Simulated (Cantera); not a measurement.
A freely propagating, adiabatic, planar premixed flame of CH4 : O2 : N2 : H2O : H2 = 1 : 2.17 : 8.17 : 0.75 : 1.1 (molar parts), equivalence ratio 1.2, unburnt at 573 K and 0.132 atm; mixture-averaged transport, grid criteria slope 0.08 and curve 0.16, no radiation.

Detailed kinetics in Cantera: GRI-Mech 3.0 (53 species, 325 reactions). Burning velocities carry a grid error of a few per cent, more on coarse grids.

x: mole fraction of selected species; z is measured from the peak of heat release.

```json
[
 {"z (mm)": "-5.59", "T (K)": "573", "u (m/s)": "2.42", "x CH4": "0.0758", "x O2": "0.165", "x H2O": "0.0569", "x HCN": "<1e-8", "x H2O2": "<1e-8", "x C2H2": "<1e-8"},
 {"z (mm)": "-3.73", "T (K)": "573", "u (m/s)": "2.42", "x CH4": "0.0758", "x O2": "0.165", "x H2O": "0.0569", "x HCN": "<1e-8", "x H2O2": "___", "x C2H2": "<1e-8"},
 {"z (mm)": "-2.80", "T (K)": "575", "u (m/s)": "2.43", "x CH4": "0.0758", "x O2": "0.165", "x H2O": "0.0571", "x HCN": "<1e-8", "x H2O2": "___", "x C2H2": "<1e-8"},
 {"z (mm)": "-1.86", "T (K)": "604", "u (m/s)": "2.54", "x CH4": "0.0752", "x O2": "0.164", "x H2O": "0.0594", "x HCN": "<1e-8", "x H2O2": "___", "x C2H2": "1.52e-7"},
 {"z (mm)": "-0.932", "T (K)": "866", "u (m/s)": "3.67", "x CH4": "0.0636", "x O2": "0.149", "x H2O": "0.0846", "x HCN": "1.41e-7", "x H2O2": "___", "x C2H2": "8.83e-6"},
 {"z (mm)": "-0.466", "T (K)": "1229", "u (m/s)": "5.25", "x CH4": "0.0395", "x O2": "0.117", "x H2O": "0.125", "x HCN": "6.82e-7", "x H2O2": "___", "x C2H2": "4.90e-5"},
 {"z (mm)": "0", "T (K)": "1606", "u (m/s)": "6.94", "x CH4": "0.0118", "x O2": "0.0698", "x H2O": "0.176", "x HCN": "2.10e-6", "x H2O2": "___", "x C2H2": "0.000135"},
 {"z (mm)": "0.466", "T (K)": "1782", "u (m/s)": "7.75", "x CH4": "0.00146", "x O2": "0.0361", "x H2O": "0.209", "x HCN": "2.78e-6", "x H2O2": "___", "x C2H2": "6.27e-5"},
 {"z (mm)": "0.932", "T (K)": "1824", "u (m/s)": "7.93", "x CH4": "0.000101", "x O2": "0.0215", "x H2O": "0.222", "x HCN": "1.88e-6", "x H2O2": "1.03e-7", "x C2H2": "6.87e-6"},
 {"z (mm)": "1.86", "T (K)": "1847", "u (m/s)": "8.00", "x CH4": "4.42e-7", "x O2": "0.0141", "x H2O": "0.225", "x HCN": "5.86e-7", "x H2O2": "9.84e-8", "x C2H2": "3.69e-8"},
 {"z (mm)": "3.73", "T (K)": "1870", "u (m/s)": "8.07", "x CH4": "<1e-8", "x O2": "0.0121", "x H2O": "0.224", "x HCN": "6.10e-8", "x H2O2": "___", "x C2H2": "<1e-8"},
 {"z (mm)": "7.45", "T (K)": "1900", "u (m/s)": "8.18", "x CH4": "<1e-8", "x O2": "0.0110", "x H2O": "0.225", "x HCN": "<1e-8", "x H2O2": "___", "x C2H2": "<1e-8"},
 {"z (mm)": "14.9", "T (K)": "1946", "u (m/s)": "8.35", "x CH4": "<1e-8", "x O2": "0.00988", "x H2O": "0.229", "x HCN": "<1e-8", "x H2O2": "___", "x C2H2": "<1e-8"}
]
```

Fill in the missing entries.


- -3.73, x H2O2: 5.81e-8
- -2.80, x H2O2: 4.73e-7
- -1.86, x H2O2: 2.02e-6
- -0.932, x H2O2: 1.80e-6
- -0.466, x H2O2: 1.38e-6
- 0, x H2O2: 5.76e-7
- 0.466, x H2O2: 1.55e-7
- 3.73, x H2O2: 8.83e-8
- 7.45, x H2O2: 7.64e-8
- 14.9, x H2O2: 6.17e-8
